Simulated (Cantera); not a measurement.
Ignition delay

Mixture: CO : H2 : CH4 : O2 : N2 = 1 : 0.45 : 0.38 : 1.24 : 4.65 (molar parts), equivalence ratio 1.2, at 13.8 atm, adiabatic and at constant pressure. Ignition delay is the time to a rise of 400 K.

Model: GRI-Mech 3.0 (53 species, 325 reactions), integrated in Cantera. The pressure lies above the range GRI-Mech 3.0 was tuned for (to about 10 atm). Below about 1000 K GRI-Mech 3.0 lacks low-temperature oxidation paths.

```csv
T0 (K),delay (ms)
975,8.70
1075,0.947
1175,0.179
1275,0.0599
1375,0.0275
1475,0.0146
1575,0.00842
1675,0.00514
1775,0.00330
1875,0.00221
```

```yaml
apparent activation energy between 1675 and 1875 K: 110 kJ/mol
```
